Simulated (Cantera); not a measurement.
A perfectly stirred reactor is fed with C2H4 : H2 = 1 : 22 (molar parts), at 1.00 bar; it is held at 1725 K, and followed from long to short residence time.

Computed with Cantera and GRI-Mech 3.0 (53 species, 325 reactions). GRI-Mech 3.0 was tuned for natural gas; its chemistry of ethylene as a main component is partial and can be far from experiment. GRI-Mech 3.0 stops at C3 and has no aromatics, soot or wall deposition, so with more carbon than oxygen in the feed, carbon stays in small species such as C2H2 where larger ones or solid carbon would form.

What does this change do: temperature 1725 to 1673 K?


```csv
quantity,before,after
x(C2H4) at τ = 1.40 s,0.00126,0.00171
x(H2) at τ = 1.40 s,0.949,0.946
x(C2H2) at τ = 1.40 s,0.0331,0.0299
x(CH4) at τ = 1.40 s,0.0160,0.0221
x(C2H6) at τ = 1.40 s,2.14e-6,3.73e-6
x(C2H4) at τ = 9.30 ms,0.00328,0.00514
x(H2) at τ = 9.30 ms,0.957,0.957
x(C2H2) at τ = 9.30 ms,0.0378,0.0358
x(CH4) at τ = 9.30 ms,0.00164,0.00202
x(C2H6) at τ = 9.30 ms,2.56e-6,6.05e-6
```
